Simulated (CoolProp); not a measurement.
CH2F2 (R32) along the isotherm 297 K: density (kg/m³) from the reference equation and from simpler models built on Tc = 351.3 K, pc = 5783 kPa, ω = 0.277; each cubic takes its own stable root.

Computed with CoolProp (reference Helmholtz-energy equation of state, Tillner-Roth 1997).

```json
[
 {"p (kPa)": "4820", "phase": "liquid", "reference": "984.3", "Soave-Redlich-Kwong": "755.5", "Peng-Robinson": "855.2"},
 {"p (kPa)": "9640", "phase": "liquid", "reference": "1008", "Soave-Redlich-Kwong": "782.3", "Peng-Robinson": "883.0"},
 {"p (kPa)": "14500", "phase": "liquid", "reference": "1027", "Soave-Redlich-Kwong": "803.9", "Peng-Robinson": "905.5"},
 {"p (kPa)": "19300", "phase": "liquid", "reference": "1044", "Soave-Redlich-Kwong": "821.8", "Peng-Robinson": "924.2"},
 {"p (kPa)": "24100", "phase": "liquid", "reference": "1059", "Soave-Redlich-Kwong": "837.2", "Peng-Robinson": "940.3"},
 {"p (kPa)": "28900", "phase": "liquid", "reference": "1072", "Soave-Redlich-Kwong": "850.8", "Peng-Robinson": "954.5"},
 {"p (kPa)": "33700", "phase": "liquid", "reference": "1085", "Soave-Redlich-Kwong": "862.8", "Peng-Robinson": "967.1"},
 {"p (kPa)": "38600", "phase": "liquid", "reference": "1096", "Soave-Redlich-Kwong": "874.0", "Peng-Robinson": "978.8"},
 {"p (kPa)": "43400", "phase": "liquid", "reference": "1107", "Soave-Redlich-Kwong": "883.9", "Peng-Robinson": "989.2"},
 {"p (kPa)": "48200", "phase": "liquid", "reference": "1117", "Soave-Redlich-Kwong": "892.9", "Peng-Robinson": "998.7"},
 {"p (kPa)": "53000", "phase": "liquid", "reference": "1126", "Soave-Redlich-Kwong": "901.3", "Peng-Robinson": "1008"},
 {"p (kPa)": "57800", "phase": "liquid", "reference": "1135", "Soave-Redlich-Kwong": "909.1", "Peng-Robinson": "1016"}
]
```
